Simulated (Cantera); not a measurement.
A Cantera script and what it prints.

```python
import numpy as np
import cantera as ct

gas_names = """
    CL CL2 H HCL H2 Si SiCL SiCL2 SiCL3 SiCL4 SiH SiHCL3 SiH2 SiH2CL2 SiH3 SiH3CL SiH4 Si2 Si3
""".split()
cond_names = """
    Si(cr) Si(L)
""".split()


# ... load() reads the species with a 1 bar reference pressure and builds the phases ...
atoms = {
    'Si': {'Si': 1},
    'HCl': {'H': 1, 'CL': 1},
    'H2': {'H': 2},
}
top_T = {}  # K; cautious upper limits of use, not melting points


# ... equilibrate(T, P, feed) seeds the gas with the atoms and calls Mixture.equilibrate('TP', solver="vcs", rtol=1e-11, max_steps=5000) ...
results = []
feed = {'Si': 1, 'HCl': 5.3, 'H2': 19}  # mol
T = 850  # K
P = 18000  # Pa
mix = equilibrate(T, P, feed)
results.append((T, P, feed, dict(zip(mix.species_names, mix.species_moles))))
print(gas.report(threshold=1e-06))
for i in range(1, mix.n_phases):
    print(f"{mix.phase(i).name:16s} {mix.phase_moles(i):12.5e} mol")
```

Output:

```
       temperature   850 K
          pressure   18000 Pa
           density   0.028379 kg/m^3
  mean mol. weight   11.142 kg/kmol
   phase of matter   gas

                          1 kg             1 kmol
                     ---------------   ---------------
          enthalpy        -1.403e+06       -1.5633e+07  J
   internal energy       -2.0373e+06         -2.27e+07  J
           entropy             17399        1.9386e+05  J/K
    Gibbs function       -1.6192e+07       -1.8041e+08  J
 heat capacity c_p            2968.4             33075  J/K
 heat capacity c_v            2222.2             24760  J/K

                      mass frac. Y      mole frac. X     chem. pot. / RT
                     ---------------   ---------------   ---------------
               HCL           0.18618          0.056902           -41.526
                H2           0.16287           0.90018           -18.937
             SiCL3        5.8889e-05        4.8809e-06           -111.09
             SiCL4           0.63752          0.041813           -143.15
            SiHCL3          0.013342         0.0010976           -120.56
           SiH2CL2        2.2971e-05        2.5341e-06           -97.967
     [  +13 minor]        3.6755e-07        4.1877e-08

Si(cr)            0.00000e+00 mol
```

Method: chemical equilibrium by Gibbs-energy minimisation in Cantera with the NASA 1993 tables (ideal gas, pure condensed phases).
